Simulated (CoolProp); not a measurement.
Cyclopentane at several states: fugacity coefficient from the reference equation and from simpler models built on Tc = 511.7 K, pc = 45.83 bar, ω = 0.202; each cubic takes its own stable root.

The numbers come from the reference Helmholtz-energy equation of state, Gedanitz 2015 in CoolProp.

```csv
T (K),p (bar),phase,reference,van der Waals,Redlich-Kwong,Soave-Redlich-Kwong,Peng-Robinson
456.1,161,liquid,(withheld),(withheld),0.1795,0.1646,0.1519
221.2,135,liquid,(withheld),(withheld),(withheld),(withheld),8.339e-5
333.5,0.711,gas,0.9786,0.9876,0.9827,0.9813,0.9806
```

Some entries are withheld; supply them.


- 456.1, reference: 0.1546
- 456.1, van der Waals: 0.2487
- 221.2, reference: 7.963e-5
- 221.2, van der Waals: 0.008632
- 221.2, Redlich-Kwong: 0.0001552
- 221.2, Soave-Redlich-Kwong: 7.838e-5
